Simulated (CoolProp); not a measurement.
Octamethylcyclotetrasiloxane (D4) along the isobar 288 kPa: fugacity coefficient from the reference equation and from simpler models built on Tc = 313.4 °C, pc = 1347 kPa, ω = 0.598; each cubic takes its own stable root.

Model: reference Helmholtz-energy equation of state, Thol 2015, in CoolProp.

| T (°C) | phase | reference |
|---|---|---|
| 40.65 | liquid | 0.001437 |
| 55.05 | liquid | 0.003475 |
| 69.55 | liquid | 0.007662 |
| 84.05 | liquid | 0.01551 |
| 98.45 | liquid | 0.02902 |
| 112.95 | liquid | 0.05114 |
| 127.45 | liquid | 0.08511 |
| 141.85 | liquid | 0.1343 |
| 156.35 | liquid | 0.2034 |
| 170.85 | liquid | 0.2959 |
| 185.25 | liquid | 0.4147 |
| 199.75 | liquid | 0.5643 |
| 214.25 | liquid | 0.7459 |
| 228.65 | gas | 0.8658 |
| 243.15 | gas | 0.8795 |

Task: How far does each simpler model (van der Waals, Redlich-Kwong, Soave-Redlich-Kwong, Peng-Robinson) lie from the reference over these 15 states: mean and median of the absolute difference, and the worst?

Result: 
- van der Waals: mean 2200.5 %, median 533.5 %, worst +13936.2 % at 40.65 °C and 288 kPa
- Redlich-Kwong: mean 413.6 %, median 211.3 %, worst +1748.3 % at 40.65 °C and 288 kPa
- Soave-Redlich-Kwong: mean 2.4 %, median 1.3 %, worst +10.1 % at 40.65 °C and 288 kPa
- Peng-Robinson: mean 5.8 %, median 2.0 %, worst +25.5 % at 40.65 °C and 288 kPa

At some of these states van der Waals, Redlich-Kwong gives the other phase, because its saturation line lies elsewhere.
